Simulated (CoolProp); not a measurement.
Neopentane along the isotherm 459.3 K: fugacity coefficient from the reference equation and from simpler models built on Tc = 433.7 K, pc = 3.196 MPa, ω = 0.196; each cubic takes its own stable root.

Model: reference Helmholtz-energy equation of state, Lemmon 2006, in CoolProp. It is a short technical equation, of lower accuracy than the large ones.

```json
[
 {"p (MPa)": "0.0253", "phase": "gas", "reference": "0.9978"},
 {"p (MPa)": "0.0479", "phase": "gas", "reference": "0.9958"},
 {"p (MPa)": "0.0908", "phase": "gas", "reference": "0.9921"},
 {"p (MPa)": "0.172", "phase": "gas", "reference": "0.9850"},
 {"p (MPa)": "0.326", "phase": "gas", "reference": "0.9716"},
 {"p (MPa)": "0.619", "phase": "gas", "reference": "0.9463"},
 {"p (MPa)": "1.17", "phase": "gas", "reference": "0.8992"},
 {"p (MPa)": "2.22", "phase": "gas", "reference": "0.8108"},
 {"p (MPa)": "4.22", "phase": "supercritical", "reference": "0.6422"},
 {"p (MPa)": "7.99", "phase": "supercritical", "reference": "0.4259"}
]
```

Q: How far does each simpler model (van der Waals, Soave-Redlich-Kwong) lie from the reference over these 10 states: mean and median of the absolute difference, and the worst?

A: 
- van der Waals: mean 1.0 %, median 0.3 %, worst +5.8 % at 459.3 K and 7.99 MPa
- Soave-Redlich-Kwong: mean 0.5 %, median 0.0 %, worst +4.2 % at 459.3 K and 7.99 MPa
